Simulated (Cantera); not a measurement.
Input: 1 mol CaF2, 6.9 mol O2, 2 mol H2, held at 0.0500 bar.

Equilibrium computed with Cantera from the NASA thermochemical tables; the gas is ideal and each condensed phase is pure. Candidate condensed phases: Ca, CaF2, CaO, Ca(OH)2, H2O; 29 gas species. Mutual solubility and eutectic melting of coexisting phases are not modelled. The numbers say what is thermodynamically allowed, not how fast it happens. All values below are at 1823 K.

Base state: O2 0.681, HF 0.154, H2O 0.153, CaF2 0.00932, OH 0.00278, O 0.000557, H2 5.51e-5, H 1.44e-5 (mole fractions); condensed: CaF2(l) + CaO(s).

Question: What changes in the equilibrium state with this change: pressure from 0.0500 bar to 1.70e-6 bar?

Answer: 
```
species         before     after
------------  --------  --------
O2               0.681     0.573
HF               0.154     0.169
H2O              0.153    0.0910
O             0.000557    0.0876
H              1.44e-5    0.0260
OH             0.00278    0.0269
CaF2           0.00932    0.0189
Ca               <1e-9  0.000193
CaO              <1e-9   1.19e-5
CaF            3.57e-7   0.00119
CaF2(l), mol     0.255         0
CaO(s), mol      0.665     0.804
```
